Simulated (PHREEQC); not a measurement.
Dissolve 0.038 mol/kgw H2SO4 and 0.00028 mol/kgw KNO3 at 25 °C. Closed to the air; pH follows from the charge balance.

All values are PHREEQC results (ion-association model, wateq4f.dat), not measurements.

This is a speciation only: nothing precipitates in the calculation.

What pH, ionic strength does the model give?

pH 1.38; ionic strength 0.0620 mol/kgw.

In which forms is K present?

K+ 97 %, KSO4- 3.4 % of the K.

Species that the database lacks are ignored.
